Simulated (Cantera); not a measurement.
Mixture: CH4 : O2 : N2 = 1 : 1.05 : 3.96 (molar parts), equivalence ratio 1.9, at 39.0 bar, adiabatic and at constant volume. Ignition delay is the time to a rise of 400 K.

Computed with Cantera and GRI-Mech 3.0 (53 species, 325 reactions). The pressure lies above the range GRI-Mech 3.0 was tuned for (to about 10 atm).

Problem. What does this change do: pressure from 39.0 bar to 1.40 bar?

Solution. 
| quantity | before | after |
|---|---|---|
| delay at 1200 K | 1.28 ms | 45.8 ms |
| delay at 1250 K | 0.721 ms | 22.9 ms |
| delay at 1300 K | 0.421 ms | 11.9 ms |
| delay at 1350 K | 0.253 ms | 6.32 ms |
| delay at 1400 K | 0.156 ms | 3.45 ms |
| delay at 1450 K | 97.8 µs | 1.94 ms |
| delay at 1500 K | 62.5 µs | 1.12 ms |
| apparent activation energy between 1400 and 1500 K | 160 kJ/mol | 200 kJ/mol |
